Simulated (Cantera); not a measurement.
What does this Cantera script print?

```python
import numpy as np
import cantera as ct

gas_names = """
    H HO2 H2 H2O H2O2 Hg O OH O2 O3
""".split()
cond_names = """
    H2O(s) H2O(L) Hg(cr) Hg(L) HgO(s)
""".split()


def load(file, names, dense=False):
    # The tables refer to 1 bar. Condensed volumes are neglected.
    table = {s.name: s for s in ct.Species.list_from_file(file)}
    out = []
    for n in names:
        d = dict(table[n].input_data)
        d["thermo"] = dict(d["thermo"], **{"reference-pressure": 1e5})
        if dense:
            d["equation-of-state"] = {"model": "constant-volume", "density": "1e6 g/cm^3"}
        out.append(ct.Species.from_dict(d))
    return out


gas = ct.Solution(thermo="ideal-gas", species=load("nasa_gas.yaml", gas_names))
cond = {s.name: ct.Solution(thermo="fixed-stoichiometry", species=[s], name=s.name)
        for s in load("nasa_condensed.yaml", cond_names, dense=True)}
atoms = {
    'HgO': {'Hg': 1, 'O': 1},
    'H2': {'H': 2},
}
top_T = {}  # K; cautious upper limits of use, not melting points


def equilibrate(T, P, feed):
    n = {}
    for name, mol in feed.items():
        for a, k in atoms[name].items():
            n[a] = n.get(a, 0.0) + k * mol
    gas.TPX = T, P, n
    mass = sum(n.values()) * gas.mean_molecular_weight
    gas.equilibrate("TP")
    valid = [c for c in cond.values() if c.min_temp <= T <= top_T.get(c.name, c.max_temp)]
    mix = ct.Mixture([(gas, mass / gas.mean_molecular_weight)] + [(c, 0.0) for c in valid])
    mix.T, mix.P = T, P
    mix.equilibrate("TP", solver="vcs", rtol=1e-11, max_steps=5000)
    return mix


results = []
feed = {'HgO': 1, 'H2': 0.21}  # mol
T = 1248  # K
P = 2200  # Pa
mix = equilibrate(T, P, feed)
results.append((T, P, feed, dict(zip(mix.species_names, mix.species_moles))))
print(gas.report(threshold=1e-06))
for i in range(1, mix.n_phases):
    print(f"{mix.phase(i).name:16s} {mix.phase_moles(i):12.5e} mol")
```

It prints:

```
       temperature   1248 K
          pressure   2200 Pa
           density   0.028667 kg/m^3
  mean mol. weight   135.21 kg/kmol
   phase of matter   gas

                          1 kg             1 kmol
                     ---------------   ---------------
          enthalpy        2.3257e+05        3.1446e+07  J
   internal energy        1.5582e+05        2.1069e+07  J
           entropy            1925.8        2.6039e+05  J/K
    Gibbs function       -2.1709e+06       -2.9352e+08  J
 heat capacity c_p            203.89             27568  J/K
 heat capacity c_v             142.4             19254  J/K

                      mass frac. Y      mole frac. X     chem. pot. / RT
                     ---------------   ---------------   ---------------
               H2O          0.017432           0.13083           -54.758
                Hg           0.92433           0.62305           -21.095
                OH        2.1785e-06        1.7319e-05           -35.485
                O2           0.05824            0.2461           -32.424
     [   +6 minor]        3.0045e-08        2.9394e-07

Hg(L)             0.00000e+00 mol
```

Cantera equilibrium calculation (NASA polynomials, part measured and part estimated; ideal gas, pure solids and liquids).
